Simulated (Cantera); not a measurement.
A closed system holds: 1 mol Mg(OH)2, 0.12 mol H2, 3 mol H2O, equilibrated at 180 Pa.

Method: chemical equilibrium by Gibbs-energy minimisation in Cantera with the NASA 1993 tables (ideal gas, pure condensed phases). Candidate condensed phases: H2O, Mg, MgO, Mg(OH)2; 15 gas species. Equilibrium is a limit: real reactors are often held back by kinetics, nucleation or transport. All values below are at 1748 K.

Base state: H2O 0.966, H2 0.0307, OH 0.00173, H 0.000943, O2 0.000589, O 4.20e-5 (mole fractions); condensed: MgO(s).

Problem. What changes in the equilibrium state with this change: pressure from 180 Pa to 100000 Pa?

Solution. 
```json
[
 {"species": "H2O", "before": "0.966", "after": "0.971"},
 {"species": "H2", "before": "0.0307", "after": "0.0291"},
 {"species": "OH", "before": "0.00173", "after": "7.58e-5"},
 {"species": "O", "before": "4.20e-5", "after": "7.99e-8"},
 {"species": "O2", "before": "0.000589", "after": "1.19e-6"},
 {"species": "H", "before": "0.000943", "after": "3.90e-5"},
 {"species": "MgO(s), mol", "before": "1.000", "after": "1.000"}
]
```
